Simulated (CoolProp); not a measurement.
C3F8 (R218) along the isobar 0.494 MPa: density (kg/m³) from the reference equation and from simpler models built on Tc = 345.0 K, pc = 2.640 MPa, ω = 0.317; each cubic takes its own stable root.

Model: reference Helmholtz-energy equation of state, Lemmon 2006, in CoolProp. It is a short technical equation, of lower accuracy than the large ones.

```csv
T (K),phase,reference,ideal gas,van der Waals,Redlich-Kwong,Soave-Redlich-Kwong,Peng-Robinson
310.3,gas,39.90,36.00,38.99,39.67,39.91,40.26
326.5,gas,37.19,34.21,36.68,37.15,37.25,37.56
342.7,gas,34.91,32.60,34.66,34.97,34.98,35.25
358.9,gas,32.96,31.13,32.86,33.07,33.02,33.26
375.1,gas,31.25,29.78,31.25,31.39,31.30,31.51
391.4,gas,29.73,28.54,29.79,29.89,29.76,29.95
407.6,gas,28.38,27.41,28.48,28.54,28.39,28.57
423.8,gas,27.16,26.36,27.29,27.32,27.16,27.32
440,gas,26.04,25.39,26.20,26.20,26.04,26.18
```
